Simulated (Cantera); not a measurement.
Feed: 1 mol SiH2Cl2, 12 mol NH3, 54 mol N2, at 0.0340 bar.

Equilibrium computed with Cantera from the NASA thermochemical tables; the gas is ideal and each condensed phase is pure. Candidate condensed phases: NH4Cl, Si, Si3N4; 28 gas species. The numbers say what is thermodynamically allowed, not how fast it happens. All values below are at 1600 K.

Base state: N2 0.748, H2 0.227, HCl 0.0242, SiCl2 0.000461, H 0.000141, Cl 1.19e-5 (mole fractions); condensed: Si3N4(s).

Q: What changes in the equilibrium state with this change: N2 from 54 to 1.8 mol?

A: 
```
species          before     after
-------------  --------  --------
H2                0.227     0.665
N2                0.748     0.264
HCl              0.0242    0.0684
SiCl2          0.000461   0.00251
SiCl3           5.90e-6   5.29e-5
H              0.000141  0.000240
Cl              1.19e-5   1.96e-5
Si3N4(s), mol     0.321     0.310
```
The tables' values for SiCl3 are old estimates; treat these amounts as uncertain.
